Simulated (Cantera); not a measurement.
A closed system holds: 1 mol SiCl4, 0.36 mol H2O, 14 mol N2O, held at 13300 Pa.

Method: chemical equilibrium by Gibbs-energy minimisation in Cantera with the NASA 1993 tables (ideal gas, pure condensed phases). Candidate condensed phases: H2O, NH4Cl, Si, SiO2, Si2N2O, Si3N4; 47 gas species. The tables hold silica as quartz up to 1696 K and as liquid above; real silica turns to tridymite and cristobalite and melts near 1996 K. The numbers say what is thermodynamically allowed, not how fast it happens.

### Question
At 1723 K, list the 5 most abundant gas species with their mole fractions, and the condensed phases.

### Answer
N2 0.591, O2 0.260, Cl 0.0913, HCl 0.0302, Cl2 0.0237. Condensed: SiO2(condensed).
